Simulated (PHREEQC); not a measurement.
Solution (13 °C): 0.83 mol/kgw HCl, 0.0039 mol/kgw Al2(SO4)3 and 0.022 mol/kgw Fe2(SO4)3. Closed to the air; pH follows from the charge balance.

Model: ion-association model, phreeqc.dat, run in PHREEQC.

```
Property                  Result
-----------------  -------------
pH                          0.24
ionic strength     0.916 mol/kgw
activity of water          0.972
density              1.023 g/cm³
total alkalinity     -918 meq/kg
```

```csv
species,molality,activity,log γ
Cl-,0.789,0.488,-0.209
H+,0.764,0.572,-0.126
HSO4-,0.0566,0.0442,-0.107
FeCl+2,0.0144,0.00259,-0.747
FeCl2+,0.0129,0.00838,-0.187
FeHSO4+2,0.00935,0.00348,-0.429
SO4-2,0.00619,0.00102,-0.784
Al+3,0.00575,0.000427,-1.130
Fe+3,0.00352,0.000261,-1.130
FeSO4+,0.00340,0.00221,-0.187
AlSO4+,0.00185,0.00117,-0.199
FeCl3,0.000331,0.000409,0.092
AlHSO4+2,0.000146,5.44e-5,-0.429
Fe(SO4)2-,6.00e-5,4.69e-5,-0.107
Al(SO4)2-,5.61e-5,3.55e-5,-0.199
FeOH+2,7.66e-6,1.37e-6,-0.747
```

This is a speciation only: nothing precipitates in the calculation. Ionic strength above about 0.7 mol/kgw puts this run outside the model's range. Away from 25 °C the constants follow the database's enthalpies or fits; those with neither stay at their 25 °C values.
